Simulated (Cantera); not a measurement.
A perfectly stirred reactor is fed with CH4 : H2 = 1 : 3 (molar parts), at 0.000118 atm; it is held at 1975 K, and followed from long to short residence time.

Model: GRI-Mech 3.0 (53 species, 325 reactions), integrated in Cantera. GRI-Mech 3.0 stops at C3 and has no aromatics, soot or wall deposition, so with more carbon than oxygen in the feed, carbon stays in small species such as C2H2 where larger ones or solid carbon would form. Radical loss at walls, strong at low pressure, is not modelled.

Task: What does this change do: temperature 1975 to 1025 K?

Result: 
```
quantity                 before   after
----------------------  -------  ------
x(CH4) at τ = 0.360 s     0.192   0.250
x(H2) at τ = 0.360 s      0.777   0.750
x(C2H4) at τ = 0.360 s  0.00299  <1e-12
x(C2H2) at τ = 0.360 s   0.0158  <1e-12
x(C2H) at τ = 0.360 s   7.49e-7  <1e-12
x(CH4) at τ = 8.20 ms     0.250   0.250
x(H2) at τ = 8.20 ms      0.750   0.750
x(C2H4) at τ = 8.20 ms  4.91e-7  <1e-12
x(C2H2) at τ = 8.20 ms  2.09e-8  <1e-12
x(C2H) at τ = 8.20 ms    <1e-12  <1e-12
```
